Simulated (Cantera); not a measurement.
Input: 1 mol CHF₃, equilibrated at 390 Pa.

Cantera equilibrium calculation (NASA polynomials, part measured and part estimated; ideal gas, pure solids and liquids). Candidate condensed phases: C, C₆H₆, C₇H₈, C₈H₁₈; 110 gas species. Ions and electrons are included (thermal ionisation). Kinetics and transport are ignored.

Task: At 2227 °C, list the 5 most abundant gas species with their mole fractions, and the condensed phases.

Result: F 0.500, HF 0.371, CF₂ 0.111, CF 0.0163, CF₃ 0.000605. Condensed: C(graphite).
